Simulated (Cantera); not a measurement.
Feed: 1 mol trisilylamine, 5.2 mol NH3, 3 mol H2, equilibrated at 0.0100 bar.

Cantera equilibrium calculation (NASA polynomials, part measured and part estimated; ideal gas, pure solids and liquids). Candidate condensed phases: Si, Si3N4; 18 gas species. The feed counts by its element totals alone. Rates play no part.

Problem. At 1127 °C, list the 3 most abundant gas species with their mole fractions, and the condensed phases.

Solution. H2 0.933, N2 0.0671, H 4.70e-5. Condensed: Si3N4(s).
